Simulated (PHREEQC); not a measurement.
0.44 g of hydrous ferric oxide (600 m²/g; 0.2 weak and 0.005 strong sites per Fe, Dzombak-Morel constants, diffuse double layer) in 1 kg of water with 0.01 mol/kgw of an inert sodium salt, at 25 °C; the pH is set by adding NaOH or the inert anion's acid. O2 is buffered at 0.21 atm. CO2 from the air is kept out. Nothing may precipitate in this run.

Base run: PHREEQC, ion-association model, wateq4f.dat. Each further column changes one thing. The table gives surface charge σ (C/m²).

```json
[
 {"pH": "4", "base": "0.217", "background salt from 0.01 to 0.001 mol/kgw": "0.122", "oxide from 0.44 to 2.2 g/kgw": "0.223", "0.0032 mol/kgw Ag2SO4 added": "0.028"},
 {"pH": "5.33", "base": "0.088", "background salt from 0.01 to 0.001 mol/kgw": "0.038", "oxide from 0.44 to 2.2 g/kgw": "0.090", "0.0032 mol/kgw Ag2SO4 added": "0.025"},
 {"pH": "6.67", "base": "0.025", "background salt from 0.01 to 0.001 mol/kgw": "0.009", "oxide from 0.44 to 2.2 g/kgw": "0.025", "0.0032 mol/kgw Ag2SO4 added": "0.015"},
 {"pH": "8", "base": "0.001", "background salt from 0.01 to 0.001 mol/kgw": "0.000", "oxide from 0.44 to 2.2 g/kgw": "0.001", "0.0032 mol/kgw Ag2SO4 added": "0.001"},
 {"pH": "9.33", "base": "-0.020", "background salt from 0.01 to 0.001 mol/kgw": "-0.007", "oxide from 0.44 to 2.2 g/kgw": "-0.020", "0.0032 mol/kgw Ag2SO4 added": "-0.007"},
 {"pH": "10.67", "base": "-0.075", "background salt from 0.01 to 0.001 mol/kgw": "-0.036", "oxide from 0.44 to 2.2 g/kgw": "-0.076", "0.0032 mol/kgw Ag2SO4 added": "-0.008"},
 {"pH": "12", "base": "-0.229", "background salt from 0.01 to 0.001 mol/kgw": "-0.201", "oxide from 0.44 to 2.2 g/kgw": "-0.232", "0.0032 mol/kgw Ag2SO4 added": "-0.014"}
]
```

 In at least one series the solution becomes supersaturated in solids that the run did not let form, among them Ag2O.
